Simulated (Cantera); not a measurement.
A closed system holds: 1 mol Cr2O3, 130 mol H2, 12 mol N2.

Cantera equilibrium calculation (NASA polynomials, part measured and part estimated; ideal gas, pure solids and liquids). Candidate condensed phases: Cr, CrN, Cr2N, Cr2O3, H2O; 29 gas species. Mutual solubility and eutectic melting of coexisting phases are not modelled. Equilibrium is a limit: real reactors are often held back by kinetics, nucleation or transport.

Stable condensed phases, one row left out:

```
T in °C \ P in Pa
              10      52     270    1400    7200   37000  190000 1000000
   1750        A       A       A       A       B       C       C       C
   1650        A       A       A       B       C       C       C       C
   1550        A       A       B       B       C       C       C       C
   1350        B       B       B       C       C       C       C       D
   1250        B       B       C       C       C       C       D       D
   1150        B       C       C       C       C       D       D       D
   1050        C       C       C       C       D       D       D       E
    950        C       C       C       D       D       D       E       E
    850        C       C       D       D       D       E       E       E
    750        D       D       D       D       E       E       E       E
```

A: gas only; B: Cr2O3; C: Cr + Cr2O3; D: Cr2N + Cr2O3; E: CrN + Cr2O3.

### Question
Give the row for 1450 °C.

### Answer
10: gas only; 52: Cr2O3; 270: Cr2O3; 1400: Cr + Cr2O3; 7200: Cr + Cr2O3; 37000: Cr + Cr2O3; 190000: Cr + Cr2O3; 1000000: Cr2N + Cr2O3.
